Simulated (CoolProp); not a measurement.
Model: reference Helmholtz-energy equation of state, Span 2000, in CoolProp.

**Question.** For nitrogen, give the phase and the density (kg/m³), cv (kJ/(kg K)), expansivity (1/kK), conductivity (mW/(m K)) at 752.8 K and 13.2 MPa.

**Answer.** 
- 752.8 K and 13.2 MPa: supercritical; density 56.0, cv 0.820, expansivity 1.29, conductivity 55.4

Thermal conductivity comes from a separate model (Lemmon 2004).
